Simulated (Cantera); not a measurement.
An isothermal, constant-pressure homogeneous reactor starts with 6.25 % C2H6, 93.8 % N2, at 1225 K and 0.000320 bar.

Cantera simulation using GRI-Mech 3.0 (53 species, 325 reactions); the numbers are that mechanism's predictions, not measurements. GRI-Mech 3.0 stops at C3 and has no aromatics, soot or wall deposition, so with more carbon than oxygen in the feed, carbon stays in small species such as C2H2 where larger ones or solid carbon would form. Radical loss at walls, strong at low pressure, is not modelled.

Q: Predict: x(C2H6) at 200 s; x(H) at 200 s; x(C2H2) at 200 s; x(CH3) at 200 s; x(HCN) at 200 s.

A: 
- x(C2H6) at 200 s: 3.77e-7 (gas-phase equilibrium 3.27e-11)
- x(H) at 200 s: 1.02e-6 (gas-phase equilibrium 5.84e-6)
- x(C2H2) at 200 s: 0.0322 (gas-phase equilibrium 0.0279)
- x(CH3) at 200 s: 6.71e-6 (gas-phase equilibrium 6.44e-8)
- x(HCN) at 200 s: 2.26e-8 (gas-phase equilibrium 0.0552)
